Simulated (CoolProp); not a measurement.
The fluid at 298.15 K and 0.0774 MPa flows at 0.29 m/s in a round tube of 2 mm bore and 45 µm roughness, fully developed (64/Re and Nu = 3.66 if laminar; Colebrook and Gnielinski if turbulent). The same conditions are run with several fluids, on thermodynamics alone (safety and materials aside).

Values from CoolProp's reference Helmholtz-energy equation of state of each fluid (c-C4F8 (RC318): Platzer 1990; normal hydrogen: Leachman 2009; R404A: Lemmon 2003; dry air: Lemmon 2000; R124: de Vries 1995). The equations of Platzer and Polt are older, rougher fits. Blends and air are pseudo-pure fits.

```tsv
fluid	Reynolds number	Darcy friction factor	pressure drop (Pa/m)	heat-transfer coefficient (W/(m² K))	mass flow (kg/h)
c-C4F8 (RC318)	328	?	26.3	22.1	0.0210
normal hydrogen	?	?	20.6	340	0.000206
R404A	147	0.436	28.3	?	0.0101
dry air	28.4	?	?	?	0.00297
R124	196	0.327	29.9	?	0.0143
```

**Question.** Fill in the missing entries.

**Answer.** 
- c-C4F8 (RC318), Darcy friction factor: 0.195
- normal hydrogen, Reynolds number: 4.10
- normal hydrogen, Darcy friction factor: 15.6
- R404A, heat-transfer coefficient (W/(m² K)): 24.6
- dry air, Darcy friction factor: 2.25
- dry air, pressure drop (Pa/m): 42.8
- dry air, heat-transfer coefficient (W/(m² K)): 48.0
- R124, heat-transfer coefficient (W/(m² K)): 24.0

Transport values come from each fluid's own correlations; those of c-C4F8 (RC318), R124 are estimates that may be off by 10 % or more.
